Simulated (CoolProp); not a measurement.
Octamethyltrisiloxane (MDM) along the isotherm 575 K: fugacity coefficient from the reference equation and from simpler models built on Tc = 565.4 K, pc = 1438 kPa, ω = 0.528; each cubic takes its own stable root.

The numbers come from the reference Helmholtz-energy equation of state, Thol 2017 in CoolProp.

```csv
p (kPa),phase,reference
180,gas,0.9611
359,gas,0.9227
539,gas,0.8842
719,gas,0.8458
898,gas,0.8076
1080,gas,0.7684
1260,gas,0.7289
1440,supercritical,0.6881
1620,supercritical,0.6440
1800,supercritical,0.5967
1980,supercritical,0.5555
2160,supercritical,0.5206
```

### Question
How far does each simpler model (van der Waals, Redlich-Kwong, Soave-Redlich-Kwong, Peng-Robinson) lie from the reference over these 12 states: mean and median of the absolute difference, and the worst?

### Answer
- van der Waals: mean 2.5 %, median 2.6 %, worst +5.3 % at 575 K and 2160 kPa
- Redlich-Kwong: mean 0.4 %, median 0.4 %, worst -0.6 % at 575 K and 1620 kPa
- Soave-Redlich-Kwong: mean 0.7 %, median 0.2 %, worst +2.6 % at 575 K and 2160 kPa
- Peng-Robinson: mean 2.1 %, median 2.2 %, worst -2.9 % at 575 K and 1440 kPa
